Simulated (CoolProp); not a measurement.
The fluid at 554.79 K and 3.26 MPa (stagnation) flows isentropically through a choked orifice. The same conditions are run with several fluids, on thermodynamics alone (safety and materials aside).

Values from CoolProp's reference Helmholtz-energy equation of state of each fluid (hexamethyldisiloxane (MM): Thol 2016; normal hydrogen: Leachman 2009; n-hexane: Thol 2019; n-heptane: Span 2003).

**Question.** Rank hexamethyldisiloxane (MM), normal hydrogen, n-hexane, n-heptane by throat to inlet pressure ratio, highest first.

**Answer.** n-heptane (0.754), hexamethyldisiloxane (MM) (0.737), n-hexane (0.645), normal hydrogen (0.527)

```
fluid                      mass flux (kg/(m² s))  throat temperature (K)
-------------------------  ---------------------  ----------------------
hexamethyldisiloxane (MM)                  16000                   541.8
normal hydrogen                             1470                   462.5
n-hexane                                    9550                   538.9
n-heptane                                  11700                   535.8
```
